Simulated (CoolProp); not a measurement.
Saturation properties of isopentane (Tc = 187.2 °C, pc = 3.378 MPa, ω = 0.227).

Model: reference Helmholtz-energy equation of state, Lemmon 2006, in CoolProp. It is a short technical equation, of lower accuracy than the large ones.

```tsv
T (°C)	p (MPa)	enthalpy of vaporisation (kJ/kg)	vapour Z
-44.25	0.003276	393.4	0.9963
-37.75	0.004943	389.1	0.9950
-31.25	0.007269	384.8	0.9934
-24.75	0.01044	380.5	0.9913
-18.25	0.01468	376.1	0.9889
-11.75	0.02023	371.8	0.9860
-5.25	0.02738	367.3	0.9826
1.25	0.03645	362.8	0.9786
7.65	0.04759	358.3	0.9741
14.15	0.06153	353.6	0.9689
```

It boils at 27.8 °C under 1 atm.
